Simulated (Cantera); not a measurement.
Source: NASA polynomial tables (part measured, part estimated), evaluated in Cantera. Values are per mole of reaction as written; species without (g) are pure solids or liquids, kept so even where they would boil at 1 bar. FeO: taken at fixed stoichiometry.

CO(g) + Fe2O3 = CO2(g) + 2 FeO

```
T (K)  ΔH° (kJ)  ΔS° (J/K)  ΔG° (kJ)  log10 K
-----  --------  ---------  --------  -------
1098          …          …         …        …
1123      -13.7       34.0     -51.9     2.41
1148      -13.8       33.9     -52.7     2.40
1173          …          …         …        …
1198      -13.8       33.9     -54.4     2.37
```

Q: Fill in the missing entries.

A: 
- 1098, ΔH° (kJ): -13.6
- 1098, ΔS° (J/K): 34.1
- 1098, ΔG° (kJ): -51.0
- 1098, log10 K: 2.43
- 1173, ΔH° (kJ): -13.8
- 1173, ΔS° (J/K): 33.9
- 1173, ΔG° (kJ): -53.6
- 1173, log10 K: 2.38
